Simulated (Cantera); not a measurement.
Input (Python, Cantera) and output of one run.

```python
import numpy as np
import cantera as ct

gas_names = """
    C CH CH2 CH3 CH2OH CH3O CH4 CH3OH CO CO2 COOH C2 C2H CHCO,ketyl C2H2,acetylene C2H2,vinylidene
    CH2CO,ketene C2H3,vinyl CH3CO,acetyl C2H4 C2H4O,ethylen CH3CHO,ethanal CH3COOH (HCOOH)2 C2H5 C2H6
    CH3OCH3 C2H5OH C2O C3 C3H3,propargyl C3H4,allene C3H4,propyne C3H4,cyclo- C3H5,allyl C3H6,propylene
    C3H6,cyclo- C3H6O C3H7,n-propyl C3H7,i-propyl C3H8 C3H8O,1propanol C3H8O,2propanol C3O2 C4 C4H2
    C4H4,1,3-cyclo- C4H6,butadiene C4H6,2-butyne C4H6,cyclo- C4H8,1-butene C4H8,cis2-buten
    C4H8,tr2-butene C4H8,isobutene C4H8,cyclo- (CH3COOH)2 C4H9,n-butyl C4H9,i-butyl C4H9,s-butyl
    C4H9,t-butyl C4H10,isobutane C4H10,n-butane C5 C5H6,1,3cyclo- C5H8,cyclo- C5H10,1-pentene
    C5H10,cyclo- C5H11,pentyl C5H11,t-pentyl C5H12,n-pentane C5H12,i-pentane CH3C(CH3)2CH3 C6H2
    C6H5,phenyl C6H5O,phenoxy C6H6 C6H5OH,phenol C6H10,cyclo- C6H12,1-hexene C6H12,cyclo- C6H13,n-hexyl
    C7H7,benzyl C7H8 C7H8O,cresol C7H14,1-heptene C7H15,n-heptyl C7H16,n-heptane C8H8,styrene
    C8H10,ethylbenz C8H16,1-octene C8H17,n-octyl C8H18,isooctane C8H18,n-octane C9H19,n-nonyl
    C10H8,naphthale C10H21,n-decyl C12H9,o-bipheny C12H10,bipheny Fe FeC5O5 FeO Fe(OH)2 H HCO HO2 H2
    HCHO,formaldehy HCOOH H2O H2O2 O OH O2 O3
""".split()
cond_names = """
    C(gr) C6H6(L) C7H8(L) C8H18(L),n-octa Fe(a) Fe(c) Fe(d) Fe(L) FeC5O5(L) FeO(s) FeO(L) Fe(OH)2(s)
    Fe(OH)3(s) Fe2O3(s) Fe3O4(s) H2O(s) H2O(L)
""".split()


def load(file, names, dense=False):
    # The tables refer to 1 bar. Condensed volumes are neglected.
    table = {s.name: s for s in ct.Species.list_from_file(file)}
    out = []
    for n in names:
        d = dict(table[n].input_data)
        d["thermo"] = dict(d["thermo"], **{"reference-pressure": 1e5})
        if dense:
            d["equation-of-state"] = {"model": "constant-volume", "density": "1e6 g/cm^3"}
        out.append(ct.Species.from_dict(d))
    return out


gas = ct.Solution(thermo="ideal-gas", species=load("nasa_gas.yaml", gas_names))
cond = {s.name: ct.Solution(thermo="fixed-stoichiometry", species=[s], name=s.name)
        for s in load("nasa_condensed.yaml", cond_names, dense=True)}
atoms = {
    'Fe(CO)5': {'Fe': 1, 'C': 5, 'O': 5},
    'CO': {'C': 1, 'O': 1},
    'H2': {'H': 2},
}
top_T = {'C(gr)': 4500, 'Fe2O3(s)': 1830, 'Fe3O4(s)': 1870}  # K; cautious upper limits of use, not melting points


def equilibrate(T, P, feed):
    n = {}
    for name, mol in feed.items():
        for a, k in atoms[name].items():
            n[a] = n.get(a, 0.0) + k * mol
    gas.TPX = T, P, n
    mass = sum(n.values()) * gas.mean_molecular_weight
    gas.equilibrate("TP")
    valid = [c for c in cond.values() if c.min_temp <= T <= top_T.get(c.name, c.max_temp)]
    mix = ct.Mixture([(gas, mass / gas.mean_molecular_weight)] + [(c, 0.0) for c in valid])
    mix.T, mix.P = T, P
    mix.equilibrate("TP", solver="vcs", rtol=1e-11, max_steps=5000)
    return mix


results = []
T = 1600  # K
P = 990000  # Pa
for m in [0.35, 0.51, 0.73, 1.1, 1.5, 2.2, 3.2, 4.7, 6.8, 9.8, 14, 21]:
    feed = {'Fe(CO)5': 1, 'CO': 0.27, 'H2': m}  # mol
    mix = equilibrate(T, P, feed)
    results.append((T, P, feed, dict(zip(mix.species_names, mix.species_moles))))
    x = sorted(zip(gas.X, gas.species_names), reverse=True)
    print(f"T = {T:g} K  P = {P:g} Pa  n(H2) = {m:g} mol  gas = {mix.phase_moles(0):.4g} mol")
    print("   x: " + "  ".join(f"{s} {v:.3e}" for v, s in x if v > 0.0001))
    print("   condensed (mol): " + ("  ".join(f"{mix.phase(i).name} {mix.phase_moles(i):.4g}"
          for i in range(1, mix.n_phases) if mix.phase_moles(i) > 1e-12) or "none"))
```

It prints:

```
T = 1600 K  P = 990000 Pa  n(H2) = 0.35 mol  gas = 5.603 mol
   x: CO 9.351e-01  H2 6.184e-02  CO2 2.518e-03  H2O 5.004e-04
   condensed (mol): C(gr) 0.01654  Fe(c) 1
T = 1600 K  P = 990000 Pa  n(H2) = 0.51 mol  gas = 5.762 mol
   x: CO 9.092e-01  H2 8.757e-02  CO2 2.380e-03  H2O 6.890e-04  CH4 1.239e-04
   condensed (mol): C(gr) 0.01694  Fe(c) 1
T = 1600 K  P = 990000 Pa  n(H2) = 0.73 mol  gas = 5.98 mol
   x: CO 8.759e-01  H2 1.207e-01  CO2 2.209e-03  H2O 9.147e-04  CH4 2.354e-04
   condensed (mol): C(gr) 0.01723  Fe(c) 1
T = 1600 K  P = 990000 Pa  n(H2) = 1.1 mol  gas = 6.347 mol
   x: CO 8.252e-01  H2 1.711e-01  CO2 1.961e-03  H2O 1.222e-03  CH4 4.733e-04
   condensed (mol): C(gr) 0.01712  Fe(c) 1
T = 1600 K  P = 990000 Pa  n(H2) = 1.5 mol  gas = 6.743 mol
   x: CO 7.766e-01  H2 2.194e-01  CO2 1.736e-03  H2O 1.474e-03  CH4 7.780e-04
   condensed (mol): C(gr) 0.0163  Fe(c) 1
T = 1600 K  P = 990000 Pa  n(H2) = 2.2 mol  gas = 7.436 mol
   x: CO 7.041e-01  H2 2.913e-01  H2O 1.775e-03  CO2 1.427e-03  CH4 1.372e-03
   condensed (mol): C(gr) 0.01345  Fe(c) 1
T = 1600 K  P = 990000 Pa  n(H2) = 3.2 mol  gas = 8.425 mol
   x: CO 6.213e-01  H2 3.733e-01  CH4 2.252e-03  H2O 2.007e-03  CO2 1.111e-03
   condensed (mol): C(gr) 0.00704  Fe(c) 1
T = 1600 K  P = 990000 Pa  n(H2) = 4.7 mol  gas = 9.906 mol
   x: CO 5.279e-01  H2 4.657e-01  CH4 3.187e-03  H2O 2.339e-03  CO2 8.823e-04
   condensed (mol): Fe(c) 1
T = 1600 K  P = 990000 Pa  n(H2) = 6.8 mol  gas = 11.98 mol
   x: H2 5.573e-01  CO 4.354e-01  CH4 3.630e-03  H2O 2.903e-03  CO2 7.547e-04
   condensed (mol): Fe(c) 1
T = 1600 K  P = 990000 Pa  n(H2) = 9.8 mol  gas = 14.95 mol
   x: H2 6.442e-01  CO 3.479e-01  CH4 3.906e-03  H2O 3.330e-03  CO2 5.985e-04
   condensed (mol): Fe(c) 1
T = 1600 K  P = 990000 Pa  n(H2) = 14 mol  gas = 19.12 mol
   x: H2 7.208e-01  CO 2.712e-01  CH4 3.989e-03  H2O 3.561e-03  CO2 4.458e-04
   condensed (mol): Fe(c) 1
T = 1600 K  P = 990000 Pa  n(H2) = 21 mol  gas = 26.07 mol
   x: H2 7.942e-01  CO 1.980e-01  CH4 3.869e-03  H2O 3.585e-03  CO2 2.974e-04
   condensed (mol): Fe(c) 1
```

These are equilibrium values from Cantera (NASA tables, ideal gas, pure condensed phases), not measurements of a reactor. Iron dissolves carbon and melts from about 1420 K in contact with it, which pure phases cannot show. Condensed phases not in the tables: cementite and carbon dissolved in iron.
